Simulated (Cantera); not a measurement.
A perfectly stirred reactor is fed with 6.72 % H₂, 93.3 % O₂, equivalence ratio 0.036, at 820 Pa; it is held at 1225 K, and followed from long to short residence time.

Computed with Cantera and the H2/O2 subset of GRI-Mech 3.0, which has no nitrogen chemistry. Radical loss at walls, strong at low pressure, is not modelled. The temperature is held fixed by assumption; the heat of reaction is taken as removed at once.

x: mole fraction; the columns are a selection and need not sum to one.

```tsv
τ (s)	x H₂	x O₂	x H₂O	x H₂O₂	x O	x OH	x HO₂
0.40	0.000577	0.918	0.0662	6.97e-8	0.0110	0.00264	1.83e-6
0.15	0.000975	0.910	0.0640	7.47e-8	0.0181	0.00340	2.15e-6
0.059	(withheld)	0.901	0.0612	7.80e-8	(withheld)	(withheld)	2.36e-6
0.023	(withheld)	0.893	0.0579	8.38e-8	0.0321	(withheld)	2.49e-6
0.0089	0.00417	0.889	0.0543	9.78e-8	0.0343	0.00564	2.59e-6
0.0034	0.00799	0.891	0.0490	1.24e-7	0.0319	0.00662	2.64e-6
0.0013	0.0163	0.897	0.0403	1.56e-7	0.0256	0.00745	2.57e-6
```

Question: Complete the blanks.

Answer: 
- 0.059, x H₂: 0.00154
- 0.059, x O: 0.0260
- 0.059, x OH: 0.00414
- 0.023, x H₂: 0.00244
- 0.023, x OH: 0.00485
